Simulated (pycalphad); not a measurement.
All values are pycalphad results on the COST 507 light-alloy database (1999) (1 atm), not direct measurements. The data set is of 1999 and partly superseded. Not assessed as a whole: an extrapolation from subsystems, which can miss ternary compounds. Amounts are mole fractions of atoms.

**Question.** Give the equilibrium state of Al-0.5854Cu-5.951Si (wt.%) at 302 °C.

**Answer.** 
```
T = 575.00 K, P = 101325 Pa, N = 1 mol of atoms
G = -18632 J/mol, H = 7165 J/mol, S = 44.86 J/(mol K)  (SER reference)
chemical potentials (J/mol): Al -18853, Cu -65135, Si -12999
phase             fraction      x(Al)      x(Cu)      x(Si)
FCC_A1              0.9415     0.9973     0.0021   0.000605
DIAMOND_A4          0.0569   4.25e-10       none     1.0000
ALCU_THETA          0.0016     0.6688     0.3312       none
```

**Question.** Give the equilibrium state of Al-0.5854Cu-5.951Si (wt.%) at 352 °C.

**Answer.** FCC_A1, fraction 0.944, with 0.62 Cu, 0.14 Si wt.%; DIAMOND_A4, fraction 0.056, with no Cu, >99.99 Si wt.%.

Database names, with the compositions (at.%) that they take in these runs: ALCU_THETA: Al 67 Cu 33. FCC_A1 is fcc; DIAMOND_A4 is diamond (Si). An entry "none" or "no" means that the model of the phase leaves that element out.
